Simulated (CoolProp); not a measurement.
Vapour-liquid equilibrium of n-pentane (1) + toluene (2) at 0.643 MPa; x and y are mole fractions of (1).

The numbers come from the multi-fluid Helmholtz-energy mixture model, Thol 2019 and Lemmon 2006; pair parameters Bell 2016 in CoolProp.

```json
[
 {"x": "0.05", "bubble temperature (°C)": "180.9", "y at the bubble point": "0.197", "dew temperature at overall composition x (°C)": "188.9", "liquid density (mol/L)": "7.539"},
 {"x": "0.15", "bubble temperature (°C)": "163.6", "y at the bubble point": "0.466", "dew temperature at overall composition x (°C)": "183.6", "liquid density (mol/L)": "7.645"},
 {"x": "0.25", "bubble temperature (°C)": "150.4", "y at the bubble point": "0.629", "dew temperature at overall composition x (°C)": "177.8", "liquid density (mol/L)": "7.696"},
 {"x": "0.35", "bubble temperature (°C)": "140.2", "y at the bubble point": "0.733", "dew temperature at overall composition x (°C)": "171.6", "liquid density (mol/L)": "7.709"},
 {"x": "0.45", "bubble temperature (°C)": "132.2", "y at the bubble point": "0.804", "dew temperature at overall composition x (°C)": "164.7", "liquid density (mol/L)": "7.695"},
 {"x": "0.55", "bubble temperature (°C)": "125.5", "y at the bubble point": "0.857", "dew temperature at overall composition x (°C)": "157.1", "liquid density (mol/L)": "7.661"},
 {"x": "0.65", "bubble temperature (°C)": "119.8", "y at the bubble point": "0.898", "dew temperature at overall composition x (°C)": "148.5", "liquid density (mol/L)": "7.613"},
 {"x": "0.75", "bubble temperature (°C)": "114.8", "y at the bubble point": "0.931", "dew temperature at overall composition x (°C)": "138.4", "liquid density (mol/L)": "7.554"},
 {"x": "0.85", "bubble temperature (°C)": "110.1", "y at the bubble point": "0.961", "dew temperature at overall composition x (°C)": "126.4", "liquid density (mol/L)": "7.488"},
 {"x": "0.95", "bubble temperature (°C)": "105.8", "y at the bubble point": "0.987", "dew temperature at overall composition x (°C)": "111.8", "liquid density (mol/L)": "7.416"}
]
```

No azeotrope shows between x = 0.05 and 0.95.

Pair parameters are fitted to limited data, so mixtures are less certain than the pure fluids.
